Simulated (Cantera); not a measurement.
**Thermodynamics of oxide etching and cleaning by halides, feed Fe2O3 + HCl + H2**

A closed system holds: 1 mol Fe2O3, 67 mol HCl, 1.5 mol H2, held at 0.000170 bar.

Equilibrium computed with Cantera from the NASA thermochemical tables; the gas is ideal and each condensed phase is pure. Candidate condensed phases: Fe, FeCl2, FeCl3, FeO, Fe(OH)2, Fe(OH)3, Fe2O3, Fe3O4, H2O; 22 gas species. Condensed phases not in the tables: FeOCl. Rates play no part.

```tsv
T (K)	log p HCl	log p H2O	log p FeCl2	log p H2	log p Fe2Cl4	log p Cl	log p FeCl3	n FeCl2(s)
700	-3.80	-5.12	-5.81	-5.90	-7.33	-14.40	-9.10	1.35
750	-3.81	-5.13	-5.32	-5.91	-7.07	-13.32	-8.70	0
800	-3.81	-5.13	-5.31	-5.91	-7.68	-12.38	-8.76	0
850	-3.81	-5.13	-5.31	-5.91	-8.23	-11.54	-8.82	0
900	-3.81	-5.13	-5.30	-5.91	-8.72	-10.80	-8.88	0
950	-3.81	-5.13	-5.30	-5.91	-9.16	-10.13	-8.93	0
1000	-3.81	-5.13	-5.30	-5.91	-9.55	-9.53	-8.97	0
1050	-3.81	-5.13	-5.30	-5.91	-9.91	-8.98	-9.01	0
1100	-3.81	-5.13	-5.30	-5.91	-10.23	-8.49	-9.05	0
1150	-3.81	-5.13	-5.30	-5.90	-10.52	-8.04	-9.08	0
1200	-3.81	-5.13	-5.30	-5.90	-10.79	-7.62	-9.11	0
1250	-3.81	-5.13	-5.30	-5.90	-11.04	-7.24	-9.14	0
```
log p: log10 of the partial pressure in bar; n: condensed amount in mol.

At 700 K the condensed part is FeCl2(s). From 750 K to 1250 K nothing is condensed. The main Fe-bearing gas is FeCl2 throughout.
